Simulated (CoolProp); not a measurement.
Vapour-liquid equilibrium of toluene (1) + p-xylene (2) at 840 kPa; x and y are mole fractions of (1).

Values from CoolProp's multi-fluid Helmholtz-energy mixture model, Lemmon 2006 and Zhou 2012; pair parameters Bell 2016.

Give the bubble temperature and the first vapour's composition at x = 0.2, 0.8, 0.95. Is there an azeotrope?

x = 0.2: 505.1 K, y = 0.278; x = 0.8: 485.1 K, y = 0.863; x = 0.95: 480.9 K, y = 0.967. No azeotrope shows between x = 0.05 and 0.95.

Pair parameters are fitted to limited data, so mixtures are less certain than the pure fluids.
